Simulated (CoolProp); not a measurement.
m-xylene along the isobar 3.69 MPa: Z from the reference equation and from simpler models built on Tc = 616.9 K, pc = 3.535 MPa, ω = 0.326; each cubic takes its own stable root.

Values from CoolProp's reference Helmholtz-energy equation of state, Zhou 2012.

| T (K) | phase | reference |
|---|---|---|
| 526.3 | liquid | 0.1414 |
| 532.6 | liquid | 0.1417 |
| 538.8 | liquid | 0.1421 |
| 545.1 | liquid | 0.1427 |
| 551.3 | liquid | 0.1435 |
| 557.6 | liquid | 0.1444 |
| 563.8 | liquid | 0.1456 |
| 570 | liquid | 0.1471 |
| 576.3 | liquid | 0.1489 |
| 582.5 | liquid | 0.1511 |
| 588.8 | liquid | 0.1540 |
| 595 | liquid | 0.1577 |
| 601.3 | liquid | 0.1627 |
| 607.5 | liquid | 0.1698 |
| 613.8 | liquid | 0.1821 |
| 620 | supercritical | 0.2341 |

Task: How far does each simpler model (Redlich-Kwong, Soave-Redlich-Kwong, Peng-Robinson) lie from the reference over these 16 states: mean and median of the absolute difference, and the worst?

Result: 
- Redlich-Kwong: mean 27.8 %, median 27.1 %, worst +34.3 % at 613.8 K and 3.69 MPa
- Soave-Redlich-Kwong: mean 23.1 %, median 21.7 %, worst +32.2 % at 613.8 K and 3.69 MPa
- Peng-Robinson: mean 9.8 %, median 8.0 %, worst +22.7 % at 620 K and 3.69 MPa
